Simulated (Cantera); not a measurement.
**Ignition delay**

Mixture: 2.43 % CH₄, 3.16 % CO, 14.3 % O₂, 80.1 % N₂, equivalence ratio 0.45, at 29.6 atm, adiabatic and at constant pressure. Ignition delay is the time to a rise of 400 K.

Detailed kinetics in Cantera: GRI-Mech 3.0 (53 species, 325 reactions). The pressure lies above the range GRI-Mech 3.0 was tuned for (to about 10 atm).

```json
[
 {"T0 (K)": "1323", "delay (ms)": "0.483"},
 {"T0 (K)": "1373", "delay (ms)": "0.274"},
 {"T0 (K)": "1423", "delay (ms)": "0.162"},
 {"T0 (K)": "1473", "delay (ms)": "0.0993"},
 {"T0 (K)": "1523", "delay (ms)": "0.0631"},
 {"T0 (K)": "1573", "delay (ms)": "0.0413"},
 {"T0 (K)": "1623", "delay (ms)": "0.0279"},
 {"T0 (K)": "1673", "delay (ms)": "0.0193"}
]
```

```
Property                                                 Value
--------------------------------------------------  ----------
apparent activation energy between 1573 and 1673 K  170 kJ/mol
```
